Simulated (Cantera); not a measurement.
## Catalytic stagnation flow on Pt

A jet of H2 : O2 : N2 = 0.037 : 0.13 : 0.79 (molar parts), equivalence ratio 0.14 at 300 K and 0.0967 atm hits a platinum plate 4.4 cm away at a mass flux of 0.027 kg/m²/s; the plate temperature is set and raised in steps from an oxygen-covered start.

Cantera simulation using Deutschmann's 1995 Pt surface mechanism with GRI-Mech 3.0 gas chemistry; the numbers are that mechanism's predictions, not measurements. Catalytic surfaces can have several steady states; this one follows from the mechanism file's or the stated starting coverage.

```tsv
plate T (K)	wall x H2	wall x O2	wall x H2O	wall x OH	θ free Pt	θ O*	θ OH*
700	0.00276	0.0978	0.0686	<1e-8	0.0564	0.940	0.00372
750	0.00233	0.0975	0.0690	<1e-8	0.0703	0.927	0.00300
800	0.00171	0.0970	0.0698	<1e-8	0.101	0.896	0.00267
850	0.00124	0.0966	0.0703	1.71e-8	0.147	0.850	0.00245
900	0.000931	0.0964	0.0706	5.34e-8	0.204	0.794	0.00223
950	0.000738	0.0963	0.0707	1.47e-7	0.267	0.731	0.00200
1000	0.000614	0.0965	0.0704	3.66e-7	0.333	0.665	0.00177
1050	0.000493	0.0973	0.0691	1.26e-6	0.398	0.600	0.00154
```
x: mole fraction at the wall; θ: surface coverage.
